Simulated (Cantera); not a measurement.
# Equilibrium for silicon epitaxy and polysilicon growth: Si₂H₆ + N₂

A closed system holds: 1 mol Si₂H₆, 15 mol N₂, at 1.20 mbar.

Equilibrium computed with Cantera from the NASA thermochemical tables; the gas is ideal and each condensed phase is pure. Candidate condensed phases: Si, Si₃N₄; 18 gas species. The feed counts by its element totals alone. N₂ is the only nitrogen source here; it is nearly inert below about 1500 K, so the nitride shown seldom forms there in practice. The numbers say what is thermodynamically allowed, not how fast it happens.

```csv
T (K),x N₂,x H₂,x H,x Si,x Si₂N,x SiH,x SiN,x SiH₂,n Si₃N₄(s),n Si(s)
1125,0.820,0.180,5.44e-7,<1e-12,<1e-12,<1e-12,<1e-12,<1e-12,0.667,0
1175,0.820,0.180,1.50e-6,<1e-12,<1e-12,<1e-12,<1e-12,<1e-12,0.667,0
1225,0.820,0.180,3.82e-6,4.51e-12,<1e-12,<1e-12,<1e-12,5.49e-12,0.667,0
1275,0.820,0.180,9.03e-6,6.52e-11,<1e-12,9.14e-12,8.11e-12,3.60e-11,0.667,0
1325,0.820,0.180,2.00e-5,7.68e-10,<1e-12,8.19e-11,7.20e-11,2.05e-10,0.667,0
1375,0.820,0.180,4.20e-5,7.54e-9,1.53e-11,6.24e-10,5.44e-10,1.03e-9,0.667,0
1425,0.820,0.180,8.35e-5,6.30e-8,2.28e-10,4.11e-9,3.55e-9,4.58e-9,0.667,0
1475,0.820,0.180,0.000159,4.54e-7,2.82e-9,2.38e-8,2.04e-8,1.84e-8,0.667,0
1525,0.820,0.180,0.000290,2.88e-6,2.95e-8,1.22e-7,1.04e-7,6.76e-8,0.667,0
1575,0.820,0.180,0.000509,1.62e-5,2.65e-7,5.67e-7,4.80e-7,2.28e-7,0.667,0
1625,0.820,0.179,0.000863,8.15e-5,2.07e-6,2.38e-6,2.01e-6,7.12e-7,0.666,0
1675,0.832,0.166,0.00136,0.000362,1.36e-5,8.57e-6,7.53e-6,1.86e-6,0,1.99
```
x: gas mole fraction; n: condensed amount in mol.

From 1125 K to 1625 K the condensed part is Si₃N₄(s). At 1675 K the condensed part is Si(s).
